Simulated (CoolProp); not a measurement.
Toluene at 585.18 K and 0.492 MPa flows at 0.31 m/s in a round tube of 2 mm bore and 1.5 µm roughness, fully developed (64/Re and Nu = 3.66 if laminar; Colebrook and Gnielinski if turbulent). Each further row changes one setting.

Computed with CoolProp (reference Helmholtz-energy equation of state, Lemmon 2006). It is a short technical equation, of lower accuracy than the large ones.

| case | Reynolds number | Darcy friction factor | pressure drop (Pa/m) | heat-transfer coefficient (W/(m² K)) | mass flow (kg/h) |
|---|---|---|---|---|---|
| as stated | 452 | 0.142 | ? | 72.1 | ? |
| velocity 0.62 m/s | 903 | 0.0709 | 66.6 | 72.1 | 0.0685 |
| diameter 4 mm | 903 | 0.0709 | ? | 36.1 | 0.137 |

Question: Some entries are withheld; supply them.

Answer: 
- as stated, pressure drop (Pa/m): 33.3
- as stated, mass flow (kg/h): 0.0343
- diameter 4 mm, pressure drop (Pa/m): 8.32

Viscosity comes from a separate model (Avgeri 2015). Thermal conductivity comes from a separate model (Assael 2012).
